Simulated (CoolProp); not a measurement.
Values from CoolProp's reference Helmholtz-energy equation of state, Schmidt 1985.

Q: For oxygen, give the phase and the cv (kJ/(kg K)), Prandtl number at -147.55 °C and 101 kPa.

A: 
- -147.55 °C and 101 kPa: gas; cv 0.654, Prandtl number 0.774

Viscosity comes from a separate model (Lemmon 2004). Thermal conductivity comes from a separate model (Lemmon 2004).
